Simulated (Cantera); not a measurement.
An isothermal, constant-pressure homogeneous reactor starts with 12.3 % NH₃, 87.7 % N₂, at 2273 K and 0.570 bar.

Computed with Cantera and the gas-phase N/H chemistry of the illustrative SiF4/NH3 mechanism in the Surface Chemkin manual (1991). Walls and surfaces, which speed up NH3 decomposition in real reactors, are not modelled.

x: mole fraction; the columns are a selection and need not sum to one.

| t (s) | x NH₃ | x NH₂ | x N₂ | x N₂H₄ | x H |
|---|---|---|---|---|---|
| 5.00e-5 | 0.122 | ? | 0.876 | 3.18e-8 | 6.70e-6 |
| 0.000136 | 0.120 | ? | 0.875 | 9.04e-8 | 1.95e-5 |
| 0.000370 | 0.115 | ? | 0.874 | 7.55e-8 | 4.70e-5 |
| 0.00100 | 0.102 | ? | 0.869 | 4.57e-8 | 0.000102 |
| 0.00273 | 0.0739 | ? | 0.860 | 2.24e-8 | 0.000222 |
| 0.00743 | 0.0320 | ? | 0.846 | 6.10e-9 | 0.000488 |
| 0.0202 | 0.00353 | ? | 0.836 | 2.76e-10 | 0.00123 |
| 0.0549 | 2.27e-5 | ? | 0.833 | <1e-12 | 0.00406 |
| 0.149 | 2.22e-6 | ? | 0.833 | <1e-12 | 0.00451 |
| 0.406 | 7.25e-7 | ? | 0.833 | <1e-12 | 0.00451 |
| 1.10 | 4.71e-7 | 4.12e-8 | 0.833 | <1e-12 | 0.00451 |
| 3.00 | 4.60e-7 | 4.03e-8 | 0.833 | <1e-12 | 0.00451 |

Task: What belongs in the gaps?

Result: 
- 5.00e-5, x NH₂: 0.000916
- 0.000136, x NH₂: 0.00154
- 0.000370, x NH₂: 0.00141
- 0.00100, x NH₂: 0.00110
- 0.00273, x NH₂: 0.000768
- 0.00743, x NH₂: 0.000401
- 0.0202, x NH₂: 8.52e-5
- 0.0549, x NH₂: 1.79e-6
- 0.149, x NH₂: 1.94e-7
- 0.406, x NH₂: 6.35e-8
